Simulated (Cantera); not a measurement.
Charge: 1 mol NiS, 11 mol H₂, held at 1048 K and 1.00 bar.

Cantera equilibrium calculation (NASA polynomials, part measured and part estimated; ideal gas, pure solids and liquids). Candidate condensed phases: Ni, NiS, NiS₂, Ni₃S₂, Ni₃S₄, S; 9 gas species. Equilibrium is a limit: real reactors are often held back by kinetics, nucleation or transport.

Base state: H₂ 0.970, H₂S 0.0303 (mole fractions); condensed: Ni₃S₂(s).

Q: What changes in the equilibrium state with this change: NiS replaced by FeS₂?

A: 
| species | before | after |
|---|---|---|
| H₂ | 0.970 | 0.909 |
| H₂S | 0.0303 | 0.0909 |
| Ni₃S₂(s), mol | 0.333 | 0 |
| FeS(s), mol | 0 | 1.00 |
FeS: taken at fixed stoichiometry. Further candidate phases: Fe, FeS, FeS₂.
